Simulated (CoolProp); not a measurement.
A single-stage vapour-compression cycle with CH3F (R41): evaporating at 202.15 K (dew point), condensing at 224.15 K (bubble point), superheat 10 K, subcooling 2 K, compressor efficiency 0.75, no pressure losses. Each further row changes one setting.

Values from CoolProp's reference Helmholtz-energy equation of state, Lemmon 2006. It is a short technical equation, of lower accuracy than the large ones.

| case | cooling COP | pressure ratio | discharge temperature (K) | refrigerating effect (kJ/kg) | volumetric capacity (kJ/m³) |
|---|---|---|---|---|---|
| as stated | 6.04 | 2.71 | 283.8 | 447 | 1350 |
| evaporating temperature 207.15 K | 8.21 | 2.12 | ? | ? | 1710 |
| condensing temperature 219.15 K | 8.00 | 2.20 | ? | 458 | 1380 |
| subcooling 7 K | ? | 2.71 | 283.8 | 458 | 1380 |
| superheat 20 K | 5.87 | 2.71 | 297.3 | ? | 1310 |
| compressor efficiency 0.65 | 5.23 | 2.71 | ? | 447 | 1350 |

Question: Fill in the missing entries.

Answer: 
- evaporating temperature 207.15 K, discharge temperature (K): 270.4
- evaporating temperature 207.15 K, refrigerating effect (kJ/kg): 451
- condensing temperature 219.15 K, discharge temperature (K): 267.7
- subcooling 7 K, cooling COP: 6.18
- superheat 20 K, refrigerating effect (kJ/kg): 459
- compressor efficiency 0.65, discharge temperature (K): 293.6
